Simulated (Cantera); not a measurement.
A closed system holds: 1 mol SiCl₄, a varied amount of C₂H₄, 4.3 mol H₂, equilibrated at 1100 K and 0.133 bar.

Equilibrium computed with Cantera from the NASA thermochemical tables; the gas is ideal and each condensed phase is pure. Candidate condensed phases: C, C₆H₆, C₇H₈, C₈H₁₈, Si, SiC; 109 gas species. Rates play no part.

Question: Which condensed phases are stable at each of these points (n(C₂H₄) (mol)): 0.012, 0.021, 0.035, 0.058, 0.097, 0.16, 0.28, 0.46, 0.78, 1.3?

Answer: 
```
n(C₂H₄) (mol)      condensed phases  Si condensed (%)
-------------  --------------------  ----------------
0.012                        SiC(s)               2.4
0.021                        SiC(s)               4.2
0.035                        SiC(s)               7.0
0.058                        SiC(s)              11.5
0.097                        SiC(s)              19.2
0.16           C(graphite) + SiC(s)              30.3
0.28           C(graphite) + SiC(s)              31.4
0.46           C(graphite) + SiC(s)              32.9
0.78           C(graphite) + SiC(s)              35.5
1.3            C(graphite) + SiC(s)              39.5
```

From 0.012 mol C₂H₄ to 0.097 mol C₂H₄ the condensed part is SiC(s). From 0.16 mol C₂H₄ to 1.3 mol C₂H₄ the condensed part is C(graphite) + SiC(s).
